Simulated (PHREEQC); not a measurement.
Acid rinse or clean: speciation

Make-up at 42 °C: 0.051 mol HBr, 0.0004 mol NaCl and 0.035 mol MnSO4 per kg of water. Closed to the air; pH follows from the charge balance.

Computed with PHREEQC (ion-association model, phreeqc.dat).

```
Property                     Result
--------------------  -------------
pH                             1.56
ionic strength        0.126 mol/kgw
specific conductance    23200 µS/cm
density                 0.999 g/cm³
total alkalinity       -51.0 meq/kg
```

```
species  molality  activity   log γ
-------  --------  --------  ------
Br-        0.0510    0.0371  -0.138
H+         0.0337    0.0274  -0.091
Mn+2       0.0272   0.00993  -0.438
HSO4-      0.0173    0.0132  -0.118
SO4-2     0.00995   0.00333  -0.475
MnSO4     0.00777   0.00800   0.013
Na+      0.000393  0.000301  -0.116
Cl-      0.000385  0.000286  -0.129
MnCl+     1.52e-5   1.16e-5  -0.118
NaSO4-    7.24e-6   5.56e-6  -0.114
MnCl2     1.41e-9   1.45e-9   0.013
```

Precipitation was switched off in this run. Away from 25 °C the constants follow the database's enthalpies or fits; those with neither stay at their 25 °C values.
